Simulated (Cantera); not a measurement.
Charge: 1 mol SiH₄, 3.6 mol N₂.

Method: chemical equilibrium by Gibbs-energy minimisation in Cantera with the NASA 1993 tables (ideal gas, pure condensed phases). Candidate condensed phases: Si, Si₃N₄; 18 gas species. The numbers say what is thermodynamically allowed, not how fast it happens.

Problem. What condenses at these points (T in K, P in Pa): (2050, 15); (1650, 140); (1900, 3700); (2050, 100000); (1600, 5); (2000, 140)?

Solution. 
```json
[
 {"T (K)": "2050", "P in Pa": "15", "condensed phases": "gas only", "Si condensed (%)": "0.0"},
 {"T (K)": "1650", "P in Pa": "140", "condensed phases": "Si₃N₄", "Si condensed (%)": "99.9"},
 {"T (K)": "1900", "P in Pa": "3700", "condensed phases": "Si", "Si condensed (%)": "99.7"},
 {"T (K)": "2050", "P in Pa": "100000", "condensed phases": "Si₃N₄", "Si condensed (%)": "99.9"},
 {"T (K)": "1600", "P in Pa": "5", "condensed phases": "Si", "Si condensed (%)": "98.9"},
 {"T (K)": "2000", "P in Pa": "140", "condensed phases": "Si", "Si condensed (%)": "80.5"}
]
```
